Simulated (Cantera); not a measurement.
Input (Python, Cantera) and output of one run.

```python
import numpy as np
import cantera as ct

gas_names = [...]  # 113 gases of nasa_gas.yaml made of C, F, H, Si
cond_names = """
    C(gr) C6H6(L) C7H8(L) C8H18(L),n-octa Si(cr) Si(L) SiC(b)
""".split()


# ... load() reads the species with a 1 bar reference pressure and builds the phases ...
atoms = {
    'CH3F': {'C': 1, 'H': 3, 'F': 1},
    'Si': {'Si': 1},
    'H2': {'H': 2},
}
top_T = {'C(gr)': 4500, 'SiC(b)': 3050}  # K; cautious upper limits of use, not melting points


# ... equilibrate(T, P, feed) seeds the gas with the atoms and calls Mixture.equilibrate('TP', solver="vcs", rtol=1e-11, max_steps=5000) ...
results = []
feed = {'CH3F': 1, 'Si': 0.14, 'H2': 12}  # mol
T = 1123.15  # K
P = 2.4  # Pa
mix = equilibrate(T, P, feed)
results.append((T, P, feed, dict(zip(mix.species_names, mix.species_moles))))
print(gas.report(threshold=1e-06))
for i in range(1, mix.n_phases):
    print(f"{mix.phase(i).name:16s} {mix.phase_moles(i):12.5e} mol")
```

It prints:

```
       temperature   1123.2 K
          pressure   2.4 Pa
           density   9.2984e-07 kg/m^3
  mean mol. weight   3.618 kg/kmol
   phase of matter   gas

                          1 kg             1 kmol
                     ---------------   ---------------
          enthalpy            5874.2             21253  J
   internal energy       -2.5752e+06       -9.3171e+06  J
           entropy             72855        2.6359e+05  J/K
    Gibbs function       -8.1822e+07       -2.9603e+08  J
 heat capacity c_p            8698.8             31472  J/K
 heat capacity c_v            6400.7             23158  J/K

                      mass frac. Y      mole frac. X     chem. pot. / RT
                     ---------------   ---------------   ---------------
                 H        2.3783e-06        8.5363e-06           -14.241
                HF            0.1757          0.031774           -66.256
                H2           0.53387           0.95812           -28.482
              SiF3        0.00056212        2.3904e-05           -176.41
              SiF4           0.28977          0.010073           -228.42
             SiHF3        9.3773e-05         3.941e-06           -190.65
     [ +107 minor]        4.4544e-06        7.4579e-07

C(gr)             9.99990e-01 mol
Si(cr)            0.00000e+00 mol
SiC(b)            0.00000e+00 mol
```

Equilibrium computed with Cantera from the NASA thermochemical tables; the gas is ideal and each condensed phase is pure. The tables' values for SiF3 are old estimates; treat these amounts as uncertain.
